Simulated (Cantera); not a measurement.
A perfectly stirred reactor is fed with CH4 : H2O : H2 = 1 : 1.8 : 0.12 (molar parts), at 1.97 atm; it is held at 1650 K, and followed from long to short residence time.

Computed with Cantera and GRI-Mech 3.0 (53 species, 325 reactions).

Problem. What does this change do: CH4 1 to 0.6 parts?

Solution. 
```json
[
 {"quantity": "x(CH4) at τ = 1.20 s", "before": "0.0466", "after": "0.0343"},
 {"quantity": "x(H2O) at τ = 1.20 s", "before": "0.297", "after": "0.412"},
 {"quantity": "x(H2) at τ = 1.20 s", "before": "0.503", "after": "0.430"},
 {"quantity": "x(C2H4) at τ = 1.20 s", "before": "0.00268", "after": "0.00129"},
 {"quantity": "x(C2H6) at τ = 1.20 s", "before": "1.76e-5", "after": "1.06e-5"},
 {"quantity": "x(CH4) at τ = 53.0 ms", "before": "0.130", "after": "0.0968"},
 {"quantity": "x(H2O) at τ = 53.0 ms", "before": "0.490", "after": "0.599"},
 {"quantity": "x(H2) at τ = 53.0 ms", "before": "0.294", "after": "0.239"},
 {"quantity": "x(C2H4) at τ = 53.0 ms", "before": "0.00379", "after": "0.00225"},
 {"quantity": "x(C2H6) at τ = 53.0 ms", "before": "0.000158", "after": "0.000115"}
]
```

Problem. What does this change do: temperature 1650 to 1400 K?

Solution. 
```
quantity                  before     after
----------------------  --------  --------
x(CH4) at τ = 1.20 s      0.0466     0.251
x(H2O) at τ = 1.20 s       0.297     0.573
x(H2) at τ = 1.20 s        0.503     0.140
x(C2H4) at τ = 1.20 s    0.00268   0.00733
x(C2H6) at τ = 1.20 s    1.76e-5  0.000245
x(CH4) at τ = 53.0 ms      0.130     0.336
x(H2O) at τ = 53.0 ms      0.490     0.614
x(H2) at τ = 53.0 ms       0.294    0.0473
x(C2H4) at τ = 53.0 ms   0.00379   0.00137
x(C2H6) at τ = 53.0 ms  0.000158  0.000483
```
